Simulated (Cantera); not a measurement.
## Fluorocarbon and chlorocarbon gases: C2F6 + CH4

Feed: 1 mol C2F6, 0.011 mol CH4, at 1.00 bar.

These are equilibrium values from Cantera (NASA tables, ideal gas, pure condensed phases), not measurements of a reactor. Candidate condensed phases: C, C6H6, C7H8, C8H18; 95 gas species. The feed counts by its element totals alone. The tables' values for C2F4 are old estimates; treat these amounts as uncertain. Gases not in the tables: C2F6 and larger saturated fluorocarbons. The numbers say what is thermodynamically allowed, not how fast it happens.

From 1825 K to 2575 K the condensed part is C(graphite). At 2725 K nothing is condensed. The main C-bearing gas is CF4 at 1825 K and CF2 at 2725 K. The share of C in condensed phases is highest at 1825 K (25.9 %) and lowest at 2725 K (0.0 %).

| T (K) | log p CF4 | log p CF2 | log p F | log p CF3 | log p HF | log p CF | log p C2F4 | n C(graphite) |
|---|---|---|---|---|---|---|---|---|
| 1825 | -0.01 | -2.65 | -3.74 | -3.11 | -1.54 | -6.49 | -5.93 | 0.520 |
| 1975 | -0.02 | -2.05 | -3.06 | -2.62 | -1.54 | -5.44 | -5.33 | 0.515 |
| 2125 | -0.03 | -1.55 | -2.47 | -2.21 | -1.55 | -4.55 | -4.83 | 0.499 |
| 2275 | -0.06 | -1.12 | -1.96 | -1.87 | -1.56 | -3.78 | -4.41 | 0.459 |
| 2425 | -0.13 | -0.76 | -1.53 | -1.61 | -1.60 | -3.12 | -4.09 | 0.374 |
| 2575 | -0.26 | -0.49 | -1.16 | -1.43 | -1.65 | -2.55 | -3.88 | 0.214 |
| 2725 | -0.50 | -0.33 | -0.86 | -1.37 | -1.73 | -2.11 | -3.84 | 0 |
log p: log10 of the partial pressure in bar; n: condensed amount in mol.
